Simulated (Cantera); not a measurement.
Input (Python, Cantera) and output of one run.

```python
import numpy as np
import cantera as ct

gas_names = """
    Fe FeO Fe(OH)2 H HO2 H2 H2O H2O2 H2S H2SO4 O OH O2 O3 S SH SO SO2 SO3 S2 S2O S8
""".split()
cond_names = """
    Fe(a) Fe(c) Fe(d) Fe(L) FeO(s) FeO(L) Fe(OH)2(s) Fe(OH)3(s) FeS(a) FeS(b) FeS(c) FeS(L) FeSO4(s)
    FeS2(s) Fe2O3(s) Fe2S3O12(s) Fe3O4(s) H2O(s) H2O(L) H2SO4(L) S(cr1) S(cr2) S(L)
""".split()


# ... load() reads the species with a 1 bar reference pressure and builds the phases ...
atoms = {
    'Fe2O3': {'Fe': 2, 'O': 3},
    'SO3': {'S': 1, 'O': 3},
    'H2O': {'H': 2, 'O': 1},
    'SO2': {'S': 1, 'O': 2},
}
top_T = {'FeSO4(s)': 950, 'FeS2(s)': 1010, 'Fe2O3(s)': 1830, 'Fe2S3O12(s)': 1100, 'Fe3O4(s)': 1870}  # K; cautious upper limits of use, not melting points


# ... equilibrate(T, P, feed) seeds the gas with the atoms and calls Mixture.equilibrate('TP', solver="vcs", rtol=1e-11, max_steps=5000) ...
results = []
feed = {'Fe2O3': 1, 'SO3': 2.1, 'H2O': 0.17, 'SO2': 0.055}  # mol
T = 1325  # K
P = 100000  # Pa
mix = equilibrate(T, P, feed)
results.append((T, P, feed, dict(zip(mix.species_names, mix.species_moles))))
print(gas.report(threshold=0.0001))
for i in range(1, mix.n_phases):
    print(f"{mix.phase(i).name:16s} {mix.phase_moles(i):12.5e} mol")
```

Result:

```
       temperature   1325 K
          pressure   1e+05 Pa
           density   0.47803 kg/m^3
  mean mol. weight   52.663 kg/kmol
   phase of matter   gas

                          1 kg             1 kmol
                     ---------------   ---------------
          enthalpy       -3.0686e+06        -1.616e+08  J
   internal energy       -3.2778e+06       -1.7262e+08  J
           entropy            5812.4        3.0609e+05  J/K
    Gibbs function        -1.077e+07       -5.6718e+08  J
 heat capacity c_p            957.06             50401  J/K
 heat capacity c_v            799.18             42087  J/K

                      mass frac. Y      mole frac. X     chem. pot. / RT
                     ---------------   ---------------   ---------------
               H2O          0.017528          0.051238           -50.739
                O2           0.18177           0.29915           -28.596
               SO2           0.74794           0.61489           -61.319
               SO3          0.052758          0.034705           -75.617
     [  +18 minor]        4.6915e-06        1.1712e-05

Fe(c)             0.00000e+00 mol
FeO(s)            0.00000e+00 mol
Fe(OH)2(s)        0.00000e+00 mol
Fe(OH)3(s)        0.00000e+00 mol
FeS(c)            0.00000e+00 mol
Fe2O3(s)          1.00000e+00 mol
Fe3O4(s)          0.00000e+00 mol
S(L)              0.00000e+00 mol
```

Equilibrium computed with Cantera from the NASA thermochemical tables; the gas is ideal and each condensed phase is pure.
